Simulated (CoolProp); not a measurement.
The numbers come from the reference Helmholtz-energy equation of state, Gedanitz 2015 in CoolProp.

Problem. Give the vapour pressure (bar), liquid density (kg/m³), liquid cp (kJ/(kg K)) of saturated cyclopentane at 5.75 °C.

Solution. 
| T (°C) | p (bar) | liquid density (kg/m³) | liquid cp (kJ/(kg K)) |
|---|---|---|---|
| 5.75 | 0.187 | 759 | 1.72 |
